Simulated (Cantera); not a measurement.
## V + O₂ + N₂ (tantalum, niobium, vanadium and zirconium in process gases)

A closed system holds: 1 mol V, 1.2 mol O₂, 23 mol N₂, held at 1.33 mbar.

Equilibrium computed with Cantera from the NASA thermochemical tables; the gas is ideal and each condensed phase is pure. Candidate condensed phases: V, VN, VO, V₂O₃, V₂O₄, V₂O₅; 13 gas species. Condensed phases not in the tables: the oxides between V₂O₃ and V₂O₅ other than VO₂. Gases not in the tables: V₄O₁₀. Equilibrium is a limit: real reactors are often held back by kinetics, nucleation or transport.

From 500 °C to 600 °C the condensed part is V₂O₄(s) + V₂O₅(s). From 650 °C to 900 °C the condensed part is V₂O₄(s).

```
T (°C)   x N₂      x O₂     x NO       x O     x NO₂     x VO₂  n V₂O₄(s)  n V₂O₅(s)
------  -----  --------  -------  --------  --------  --------  ---------  ---------
500     1.000   3.80e-5  1.88e-8    <1e-12  3.88e-12    <1e-12      0.102      0.398
550     1.000  0.000453  1.54e-7    <1e-12  6.32e-11    <1e-12      0.121      0.379
600     0.996   0.00404  9.85e-7  3.30e-12  7.43e-10    <1e-12      0.286      0.214
650     0.991   0.00862  2.84e-6  3.17e-11   2.03e-9    <1e-12      0.500          0
700     0.991   0.00862  5.24e-6  1.72e-10   2.54e-9    <1e-12      0.500          0
750     0.991   0.00862  9.10e-6  7.92e-10   3.11e-9  2.89e-12      0.500          0
800     0.991   0.00861  1.50e-5   3.16e-9   3.73e-9  3.59e-11      0.500          0
850     0.991   0.00861  2.37e-5   1.12e-8   4.41e-9  3.54e-10      0.500          0
900     0.991   0.00860  3.60e-5   3.55e-8   5.15e-9   2.86e-9      0.500          0
```
x: gas mole fraction; n: condensed amount in mol.
